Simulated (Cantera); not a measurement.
Cantera run, input and output.

```python
import numpy as np
import cantera as ct

gas = ct.Solution("gri30.yaml")
gas.TPX = 1125, 78000, {'CH2O': 0.0029, 'O2': 0.02, 'N2': 1, 'H2O': 0.0016}
reactor = ct.IdealGasConstPressureReactor(gas, energy="off", clone=False)
net = ct.ReactorNet([reactor])
net.rtol, net.atol = 1e-08, 1e-18
show = ['CH2O', 'O2', 'NO', 'HCN', 'H2', 'CH2', 'H2O']
times = np.geomspace(1e-05, 100, 13)

steps = ct.SolutionArray(gas, extra=["t"])
rows = []
print(f"{'t/s':>10s}{'T/K':>9s}{'P/Pa':>11s}" + "".join(f"{s:>11s}" for s in show))
for t in times:
    while net.time < t:
        t_next = net.step()
        steps.append(gas.state, t=t_next)
    rows.append([np.interp(t, steps.t, y) for y in (steps.T, steps.P, *steps(*show).X.T)])
    print(f"{t:10.3e}{rows[-1][0]:9.1f}{rows[-1][1]:11.4g}" + "".join(f"{x:11.3e}" for x in rows[-1][2:]))
rate = np.gradient(steps.T, steps.t)
print("integrator steps:", len(steps.t))
if steps.T.max() > steps.T[0] + 200:
    print(f"time of steepest temperature rise: {steps.t[rate.argmax()]:.4e} s")
gas.TPX = 1125, 78000, {'CH2O': 0.0029, 'O2': 0.02, 'N2': 1, 'H2O': 0.0016}
gas.equilibrate("TP")
print(f"equilibrium (TP): T = {gas.T:.1f} K  " + "  ".join(f"{s} {gas[s].X[0]:.3e}" for s in show))
```

Output:

```
       t/s      T/K       P/Pa       CH2O         O2         NO        HCN         H2        CH2        H2O
 1.000e-05   1125.0    7.8e+04  2.831e-03  1.952e-02  6.597e-22  4.495e-23  1.443e-09  9.853e-20  1.562e-03
 3.831e-05   1125.0    7.8e+04  2.831e-03  1.952e-02  1.103e-20  2.970e-22  9.389e-09  3.660e-19  1.562e-03
 1.468e-04   1125.0    7.8e+04  2.830e-03  1.952e-02  7.316e-20  1.433e-21  4.516e-08  1.446e-18  1.562e-03
 5.623e-04   1125.0    7.8e+04  2.830e-03  1.952e-02  5.076e-19  8.309e-21  2.611e-07  1.115e-17  1.562e-03
 2.154e-03   1125.0    7.8e+04  2.816e-03  1.951e-02  1.640e-17  1.193e-19  3.729e-06  4.995e-16  1.566e-03
 8.254e-03   1125.0    7.8e+04  1.704e-03  1.896e-02  1.934e-14  2.191e-17  2.515e-04  9.878e-14  2.288e-03
 3.162e-02   1125.0    7.8e+04  8.119e-14  1.724e-02  9.372e-09  1.034e-16  1.054e-05  1.810e-20  4.368e-03
 1.212e-01   1125.0    7.8e+04  7.386e-16  1.677e-02  1.419e-08  2.397e-17  1.196e-06  1.904e-24  4.387e-03
 4.642e-01   1125.0    7.8e+04  5.628e-19  1.670e-02  1.590e-08  7.963e-18  6.762e-08  2.396e-22  4.391e-03
 1.778e+00   1125.0    7.8e+04  7.326e-19  1.669e-02  1.691e-08  4.384e-18  3.762e-09  3.268e-22  4.392e-03
 6.813e+00   1125.0    7.8e+04 -6.130e-19  1.669e-02  1.738e-08  2.619e-18  3.680e-10 -2.586e-23  4.392e-03
 2.610e+01   1125.0    7.8e+04  1.329e-19  1.669e-02  1.751e-08  9.718e-19  1.638e-10 -8.381e-27  4.392e-03
 1.000e+02   1125.0    7.8e+04 -2.041e-20  1.669e-02  1.755e-08  7.322e-20  9.573e-11  3.504e-34  4.392e-03
integrator steps: 2176
equilibrium (TP): T = 1125.0 K  CH2O 2.453e-27  O2 1.667e-02  NO 3.348e-05  HCN 3.217e-29  H2 9.345e-11  CH2 2.900e-45  H2O 4.392e-03
```

Cantera simulation using GRI-Mech 3.0 (53 species, 325 reactions); the numbers are that mechanism's predictions, not measurements.
